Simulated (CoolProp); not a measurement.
Saturation properties of dodecamethylpentasiloxane (MD3M) (Tc = 628.0 K, pc = 0.9540 MPa, ω = 0.730).

Values from CoolProp's reference Helmholtz-energy equation of state, Thol 2019.

| T (K) | p (MPa) | vapour density (kg/m³) | surface tension (mN/m) |
|---|---|---|---|
| 390.5 | 0.002684 | [?] | [?] |
| 406.7 | 0.005364 | 0.6184 | 10.8 |
| 422.8 | 0.009951 | 1.112 | 9.78 |
| 438.9 | [?] | 1.890 | 8.83 |
| 455 | 0.02879 | 3.063 | 7.90 |
| 471.2 | 0.04570 | 4.781 | 6.99 |
| 487.3 | 0.06953 | 7.198 | 6.10 |
| 503.4 | 0.1022 | 10.54 | 5.24 |
| 519.6 | 0.1461 | 15.14 | 4.40 |
| 535.7 | 0.2031 | 21.33 | 3.60 |

Q: Some entries are withheld; supply them.

A: 
- 390.5, vapour density (kg/m³): 0.3205
- 390.5, surface tension (mN/m): 11.7
- 438.9, p (MPa): 0.01737

It boils at 503.0 K under 1 atm.

Surface tension comes from a separate correlation (Mulero 2014), older than this fluid's equation and unchecked against measurements.
